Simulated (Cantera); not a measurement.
An isothermal, constant-pressure homogeneous reactor starts with H₂ : O₂ : N₂ = 1.3 : 1 : 3.1 (molar parts), equivalence ratio 0.65, at 1398 K and 1.00 bar.

Detailed kinetics in Cantera: the H2/O2 subset of GRI-Mech 3.0, which has no nitrogen chemistry. The temperature is held fixed by assumption; the heat of reaction is taken as removed at once.

x: mole fraction; the columns are a selection and need not sum to one.

| t (s) | x H₂ | x O₂ | x H | x H₂O₂ | x HO₂ | x H₂O | x O |
|---|---|---|---|---|---|---|---|
| 3.00e-6 | 0.241 | 0.185 | 8.02e-7 | 2.27e-9 | 2.62e-7 | 7.68e-7 | … |
| 1.19e-5 | 0.237 | 0.183 | 0.00222 | 6.06e-7 | 4.96e-5 | 0.00288 | … |
| 4.75e-5 | 0.0108 | 0.0760 | 0.00923 | 7.16e-6 | 7.26e-5 | 0.251 | … |
| 0.000189 | 0.000600 | 0.0735 | 8.21e-5 | 1.58e-6 | 2.00e-5 | 0.272 | … |
| 0.000754 | 3.61e-5 | 0.0736 | 1.51e-6 | 2.79e-7 | 1.97e-6 | 0.273 | … |
| 0.00300 | 4.06e-6 | 0.0737 | 7.75e-8 | 5.87e-8 | 2.88e-7 | 0.274 | … |
| 0.0119 | 8.84e-7 | 0.0737 | 8.88e-9 | 1.61e-8 | 8.87e-8 | 0.274 | … |
| 0.0475 | 4.58e-7 | 0.0737 | 3.33e-9 | 8.47e-9 | 6.75e-8 | 0.274 | 2.60e-7 |
| 0.189 | 4.45e-7 | 0.0737 | 3.18e-9 | 8.20e-9 | 6.70e-8 | 0.274 | 2.51e-7 |
| 0.754 | 4.45e-7 | 0.0737 | 3.18e-9 | 8.20e-9 | 6.70e-8 | 0.274 | 2.51e-7 |
| 3.00 | 4.45e-7 | 0.0737 | 3.18e-9 | 8.20e-9 | 6.70e-8 | 0.274 | 2.51e-7 |

Question: Fill in the missing entries.

Answer: 
- 3.00e-6, x O: 1.59e-7
- 1.19e-5, x O: 0.000452
- 4.75e-5, x O: 0.00537
- 0.000189, x O: 0.000220
- 0.000754, x O: 1.59e-5
- 0.00300, x O: 2.31e-6
- 0.0119, x O: 5.37e-7
